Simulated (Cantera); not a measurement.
**N2O furnace oxynitridation**

A perfectly stirred reactor is fed with 98.6 % N2O, 1.38 % N2, at 10.00 Torr; it is held at 1623 K, and followed from long to short residence time.

Detailed kinetics in Cantera: GRI-Mech 3.0 (53 species, 325 reactions). GRI-Mech 3.0 was tuned for natural gas; its chemistry of N2O as a main component is partial and can be far from experiment. Radical loss at walls, strong at low pressure, is not modelled. The temperature is held fixed by assumption; the heat of reaction is taken as removed at once.

```tsv
τ (s)	x N2O	x N2	x NO	x NO2	x O
2.2	0.0923	0.516	0.184	3.99e-5	0.000208
1.3	0.146	0.485	0.174	3.58e-5	0.000209
0.73	0.233	0.436	0.156	2.97e-5	0.000210
0.42	0.345	0.374	0.133	2.27e-5	0.000210
0.24	0.478	0.299	0.106	1.54e-5	0.000211
0.14	0.609	0.226	0.0785	9.57e-6	0.000211
0.081	0.726	0.160	0.0541	5.36e-6	0.000211
0.047	0.816	0.109	0.0353	2.80e-6	0.000210
0.027	0.881	0.0728	0.0218	1.36e-6	0.000210
0.016	0.921	0.0503	0.0135	6.46e-7	0.000209
0.0090	0.949	0.0349	0.00776	2.66e-7	0.000208
```
x: mole fraction; the columns are a selection and need not sum to one.
